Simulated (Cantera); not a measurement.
Charge: 1 mol C₂F₆, held at 7.50 Torr.

Cantera equilibrium calculation (NASA polynomials, part measured and part estimated; ideal gas, pure solids and liquids). Candidate condensed phases: C; 13 gas species. The feed counts by its element totals alone. Gases not in the tables: C₂F₆ and larger saturated fluorocarbons. Kinetics and transport are ignored.

Problem. Which condensed phases are stable at each of these points (T (K)): 1650, 1850, 2050, 2250, 2450, 2650, 2850, 3050, 3250, 3450?

Solution. 
| T (K) | condensed phases | C condensed (%) |
|---|---|---|
| 1650 | C(graphite) | 24.9 |
| 1850 | C(graphite) | 24.0 |
| 2050 | C(graphite) | 19.6 |
| 2250 | C(graphite) | 6.3 |
| 2450 | C(graphite) | 5.9 |
| 2650 | C(graphite) | 34.8 |
| 2850 | C(graphite) | 50.0 |
| 3050 | C(graphite) | 1.5 |
| 3250 | gas only | 0.0 |
| 3450 | gas only | 0.0 |

From 1650 K to 3050 K the condensed part is C(graphite). From 3250 K to 3450 K nothing is condensed.
